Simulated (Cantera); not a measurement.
Input (Python, Cantera):

```python
import numpy as np
import cantera as ct

surf = ct.Interface("ptcombust.yaml", "Pt_surf")
gas = surf.adjacent["gas"]
gas.TPX = 300, 32000, {'CH4': 0.071, 'O2': 0.14, 'N2': 0.79}
jet = ct.ImpingingJet(gas=gas, width=0.083, surface=surf)
jet.inlet.mdot, jet.inlet.T, jet.inlet.X = 0.04, 300, {'CH4': 0.071, 'O2': 0.14, 'N2': 0.79}
jet.set_refine_criteria(ratio=10, slope=0.2, curve=0.3)
show, cover = ['CH4', 'O2', 'H2O', 'OH', 'CO', 'CO2'], ["PT(S)", "H(S)", "O(S)", "OH(S)", "CO(S)", "C(S)"]

rows = []
print(f"{'Ts/K':>7s}" + "".join(f"{s:>11s}" for s in show + cover) + "   (gas at the wall, coverages)")
for i, Ts in enumerate([950, 1000, 1050, 1100, 1150, 1200, 1250, 1300]):
    jet.surface.T = Ts
    if i == 0:
        surf.TP = Ts, 32000
        surf.coverages = "PT(S):0.5, O(S):0.5"
        surf.advance_coverages(1.0)
        jet.set_initial_guess(products="inlet")
    jet.solve(loglevel=0, auto=(i == 0))
    rows.append([*(jet.X[gas.species_index(s), -1] for s in show), *surf[cover].coverages])
    print(f"{Ts:7g}" + "".join(f"{x:11.3e}" for x in rows[-1]))
```

Result:

```
   Ts/K        CH4         O2        H2O         OH         CO        CO2      PT(S)       H(S)       O(S)      OH(S)      CO(S)       C(S)   (gas at the wall, coverages)
    950  1.572e-03  8.383e-04  1.278e-01  5.037e-10  1.655e-02  6.618e-02  6.723e-01  4.004e-04  3.753e-05  5.517e-05  3.252e-01  2.006e-03
   1000  1.127e-03  6.434e-04  1.278e-01  1.204e-09  1.742e-02  6.563e-02  7.895e-01  7.325e-04  3.015e-05  4.452e-05  2.079e-01  1.698e-03
   1050  9.070e-04  5.456e-04  1.267e-01  2.964e-09  1.660e-02  6.683e-02  8.804e-01  1.085e-03  3.003e-05  3.951e-05  1.172e-01  1.201e-03
   1100  8.058e-04  5.041e-04  1.246e-01  7.505e-09  1.441e-02  6.948e-02  9.390e-01  1.335e-03  3.619e-05  3.813e-05  5.881e-02  7.232e-04
   1150  7.670e-04  4.942e-04  1.221e-01  1.904e-08  1.160e-02  7.277e-02  9.708e-01  1.438e-03  4.987e-05  3.915e-05  2.726e-02  3.914e-04
   1200  7.569e-04  4.999e-04  1.198e-01  4.789e-08  8.721e-03  7.597e-02  9.863e-01  1.420e-03  7.527e-05  4.219e-05  1.198e-02  1.976e-04
   1250  7.569e-04  5.120e-04  1.181e-01  1.181e-07  6.127e-03  7.859e-02  9.933e-01  1.323e-03  1.216e-04  4.740e-05  5.057e-03  9.474e-05
   1300  7.568e-04  5.252e-04  1.172e-01  2.820e-07  4.083e-03  8.039e-02  9.964e-01  1.187e-03  2.049e-04  5.494e-05  2.090e-03  4.397e-05
```

Detailed kinetics in Cantera: Deutschmann's 1995 Pt surface mechanism with GRI-Mech 3.0 gas chemistry. Catalytic surfaces can have several steady states; this one follows from the mechanism file's or the stated starting coverage.
